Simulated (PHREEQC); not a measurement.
## Spent oxide etchant: speciation

A solution holds 9.4 mmol/kgw NH4HF2, 0.29 mmol/kgw (NH4)2SiF6 and 0.98 mmol/kgw HCl, at 25 °C. Closed to the air; pH follows from the charge balance.

All values are PHREEQC results (ion-association model, phreeqc.dat), not measurements.

Each row changes one thing in this solution. No solid was allowed to form.

```tsv
case	pH	ionic strength (mol/kgw)	NH3 (mol/kgw)
as made	3.11	0.0111	6.58e-9
temperature from 25 to 50 °C	3.29	0.0108	4.99e-8
temperature from 25 to 55 °C	3.33	0.0108	7.30e-8
HCl left out	3.19	0.0110	7.93e-9
(NH4)2SiF6 left out	3.12	0.0102	6.25e-9
temperature from 25 to 40 °C	(withheld)	0.0109	2.28e-8
HCl from 0.00098 to 0.00147 mol/kgw	(withheld)	0.0112	6.01e-9
```

Question: Complete the blanks.

Answer: 
- temperature from 25 to 40 °C, pH: 3.22
- HCl from 0.00098 to 0.00147 mol/kgw, pH: 3.08

Constants without temperature data keep their 25 °C values here. SiF6-2 is the database's only silicon fluoride.
